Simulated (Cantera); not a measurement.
Input: 1 mol trisilylamine, 6.9 mol N2, held at 2075 K.

Method: chemical equilibrium by Gibbs-energy minimisation in Cantera with the NASA 1993 tables (ideal gas, pure condensed phases). Candidate condensed phases: Si, Si3N4; 18 gas species. The feed counts by its element totals alone. Gases not in the tables: Si2H6 and higher silanes. Equilibrium is a limit: real reactors are often held back by kinetics, nucleation or transport.

Task: Which condensed phases are stable at each of these points (P (Pa)): 5, 21, 85, 350, 1400, 5900, 24000, 100000?

Result: 
```
P (Pa)  condensed phases  Si condensed (%)
------  ----------------  ----------------
5               gas only               0.0
21              gas only               0.0
85                 Si(l)              41.0
350                Si(l)              86.9
1400               Si(l)              96.6
5900               Si(l)              99.1
24000              Si(l)              99.7
100000          Si3N4(s)              99.9
```

From 5.00e-5 bar to 0.000210 bar nothing is condensed. From 0.000850 bar to 0.240 bar the condensed part is Si(l). At 1.00 bar the condensed part is Si3N4(s).
